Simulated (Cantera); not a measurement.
## Abatement and gas-phase synthesis: SO2 + O2

A closed system holds: 1 mol SO2, 0.66 mol O2, held at 10000 Pa.

Cantera equilibrium calculation (NASA polynomials, part measured and part estimated; ideal gas, pure solids and liquids). Candidate condensed phases: S; 10 gas species. Kinetics and transport are ignored.

From 750 K to 2050 K nothing is condensed.

```json
[
 {"T (K)": "750", "x SO3": "0.770", "x SO2": "0.0646", "x O2": "0.166", "x O": "<1e-12", "x SO": "<1e-12", "x S": "<1e-12", "x O3": "<1e-12", "x S2O": "<1e-12"},
 {"T (K)": "850", "x SO3": "0.525", "x SO2": "0.235", "x O2": "0.239", "x O": "1.15e-12", "x SO": "<1e-12", "x S": "<1e-12", "x O3": "<1e-12", "x S2O": "<1e-12"},
 {"T (K)": "950", "x SO3": "0.255", "x SO2": "0.424", "x O2": "0.321", "x O": "5.69e-11", "x SO": "<1e-12", "x S": "<1e-12", "x O3": "<1e-12", "x S2O": "<1e-12"},
 {"T (K)": "1050", "x SO3": "0.105", "x SO2": "0.529", "x O2": "0.366", "x O": "1.28e-9", "x SO": "3.00e-11", "x S": "<1e-12", "x O3": "1.57e-12", "x S2O": "<1e-12"},
 {"T (K)": "1150", "x SO3": "0.0440", "x SO2": "0.572", "x O2": "0.384", "x O": "1.63e-8", "x SO": "6.43e-10", "x S": "<1e-12", "x O3": "7.05e-12", "x S2O": "<1e-12"},
 {"T (K)": "1250", "x SO3": "0.0203", "x SO2": "0.588", "x O2": "0.391", "x O": "1.37e-7", "x SO": "8.22e-9", "x S": "<1e-12", "x O3": "2.41e-11", "x S2O": "<1e-12"},
 {"T (K)": "1350", "x SO3": "0.0104", "x SO2": "0.595", "x O2": "0.394", "x O": "8.38e-7", "x SO": "7.14e-8", "x S": "<1e-12", "x O3": "6.78e-11", "x S2O": "<1e-12"},
 {"T (K)": "1450", "x SO3": "0.00580", "x SO2": "0.598", "x O2": "0.396", "x O": "4.00e-6", "x SO": "4.58e-7", "x S": "<1e-12", "x O3": "1.65e-10", "x S2O": "<1e-12"},
 {"T (K)": "1550", "x SO3": "0.00349", "x SO2": "0.600", "x O2": "0.397", "x O": "1.56e-5", "x SO": "2.31e-6", "x S": "4.59e-12", "x O3": "3.58e-10", "x S2O": "<1e-12"},
 {"T (K)": "1650", "x SO3": "0.00223", "x SO2": "0.601", "x O2": "0.397", "x O": "5.16e-5", "x SO": "9.56e-6", "x S": "6.97e-11", "x O3": "7.09e-10", "x S2O": "<1e-12"},
 {"T (K)": "1750", "x SO3": "0.00151", "x SO2": "0.601", "x O2": "0.397", "x O": "0.000149", "x SO": "3.36e-5", "x S": "7.76e-10", "x O3": "1.30e-9", "x S2O": "7.37e-12"},
 {"T (K)": "1850", "x SO3": "0.00106", "x SO2": "0.601", "x O2": "0.397", "x O": "0.000384", "x SO": "0.000103", "x S": "6.66e-9", "x O3": "2.24e-9", "x S2O": "5.43e-11"},
 {"T (K)": "1950", "x SO3": "0.000777", "x SO2": "0.601", "x O2": "0.397", "x O": "0.000899", "x SO": "0.000282", "x S": "4.59e-8", "x O3": "3.65e-9", "x S2O": "3.26e-10"},
 {"T (K)": "2050", "x SO3": "0.000586", "x SO2": "0.601", "x O2": "0.396", "x O": "0.00194", "x SO": "0.000697", "x S": "2.62e-7", "x O3": "5.69e-9", "x S2O": "1.64e-9"}
]
```
x: gas mole fraction; nothing condenses.
